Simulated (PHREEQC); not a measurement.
Make-up at 20 °C: 0.14 mol/kgw NaOH and 5.4e-05 mol/kgw H4SiO4. It is in equilibrium with CO2 at log p = -3.4 (atm). Otherwise closed; pH follows from the charge balance.

Equilibrium calculation in PHREEQC: ion-association model, wateq4f.dat.

Task: The ionic strength comes out as 0.149 mol/kgw. What activity coefficients do H3SiO4-, CO3-2, HCO3-, OH-, NaCO3- get?

Result: H3SiO4- 0.74, CO3-2 0.34, HCO3- 0.77, OH- 0.73, NaCO3- 0.77.

This is a speciation only: nothing precipitates in the calculation. Complexes and solids missing from the database can't appear.
